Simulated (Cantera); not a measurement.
A perfectly stirred reactor is fed with 4.18 % CH4, 0.163 % CO, 20.1 % O2, 75.6 % N2, equivalence ratio 0.42, at 0.570 bar; it is adiabatic with a 500 K inlet, and is followed from long to short residence time, starting on the burning branch (τ in s: 0.027, 0.013, 0.006, 0.0028, 0.0013, 0.00062, 0.00029, 0.00014, 6.4e-05, 3e-05, 1.4e-05, 6.6e-06, 3.1e-06).

Detailed kinetics in Cantera: GRI-Mech 3.0 (53 species, 325 reactions).

Task: Predict: blow-out, bracketed by the residence times tried; x(CH4) at τ = 27.0 ms; x(CO) at τ = 27.0 ms; x(O2) at τ = 27.0 ms; x(CH2) at τ = 27.0 ms; x(C2H4) at τ = 27.0 ms; x(CH4) at τ = 0.290 ms; x(CO) at τ = 0.290 ms; x(O2) at τ = 0.290 ms.

Result: 
* **blow-out, bracketed by the residence times tried**: burning at 1.30 ms, out at 0.620 ms
* **x(CH4) at τ = 27.0 ms**: 7.33e-5
* **x(CO) at τ = 27.0 ms**: 0.00114
* **x(O2) at τ = 27.0 ms**: 0.117
* **x(CH2) at τ = 27.0 ms**: 7.82e-8
* **x(C2H4) at τ = 27.0 ms**: 1.51e-8
* **x(CH4) at τ = 0.290 ms**: 0.0418
* **x(CO) at τ = 0.290 ms**: 0.00163
* **x(O2) at τ = 0.290 ms**: 0.201
